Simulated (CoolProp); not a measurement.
The numbers come from the reference Helmholtz-energy equation of state, Lemmon 2005 in CoolProp. It is a short technical equation, of lower accuracy than the large ones.

Q: Give the vapour pressure (bar), enthalpy of vaporisation (kJ/kg), vapour Z, surface tension (mN/m) of saturated isobutene at 281.5, 307.5, 320.5 K.

A: 
```json
[
 {"T (K)": "281.5", "p (bar)": "1.78", "enthalpy of vaporisation (kJ/kg)": "377", "vapour Z": "0.938", "surface tension (mN/m)": "13.8"},
 {"T (K)": "307.5", "p (bar)": "4.01", "enthalpy of vaporisation (kJ/kg)": "348", "vapour Z": "0.893", "surface tension (mN/m)": "10.6"},
 {"T (K)": "320.5", "p (bar)": "5.70", "enthalpy of vaporisation (kJ/kg)": "332", "vapour Z": "0.864", "surface tension (mN/m)": "9.10"}
]
```

Surface tension comes from a separate correlation (Mulero 2012).
